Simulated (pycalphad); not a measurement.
# Effect of Mg content in Al-Si-Mg-Mn

All values are pycalphad results on the COST 507 light-alloy database (1999) (1 atm), not direct measurements. These are 1990s assessments: newer ones move some temperatures and phases. Not assessed as a whole: an extrapolation from subsystems, which can miss ternary compounds. Amounts are mole fractions of atoms. Kinetics are ignored, which matters at the lower temperatures.

| alloy | liquidus (°C) | first solid | solidus (°C) | phases at 137 °C |
|---|---|---|---|---|
| Al-5.92Si-0.63Mg-1.02Mn (at.%) | 683 | ALMNSI_ALPHA | 557 | FCC_A1 0.88, ALMNSI_ALPHA 0.06, DIAMOND_A4 0.05, MG2SI 0.01 |
| Al-5.92Si-0.95Mg-1.02Mn (at.%) | 684 | ALMNSI_ALPHA | 557 | FCC_A1 0.88, ALMNSI_ALPHA 0.06, DIAMOND_A4 0.05, MG2SI 0.01 |
| Al-5.92Si-1.27Mg-1.02Mn (at.%) | 684 | ALMNSI_ALPHA | 557 | FCC_A1 0.88, ALMNSI_ALPHA 0.06, DIAMOND_A4 0.05, MG2SI 0.02 |
| Al-5.92Si-1.9Mg-1.02Mn (at.%) | 686 | ALMNSI_ALPHA | 557 | FCC_A1 0.87, ALMNSI_ALPHA 0.06, DIAMOND_A4 0.04, MG2SI 0.03 |
| Al-5.92Si-5.08Mg-1.02Mn (at.%) | 693 | ALMNSI_ALPHA | 557 | FCC_A1 0.84, MG2SI 0.08, ALMNSI_ALPHA 0.06, DIAMOND_A4 0.03 |

Database names, with the compositions (at.%) that they take in these runs: ALMNSI_ALPHA: Al 70-72 Mn 17 Si 10-13; MG2SI: Mg 67 Si 33. FCC_A1 is fcc; DIAMOND_A4 is diamond (Si).
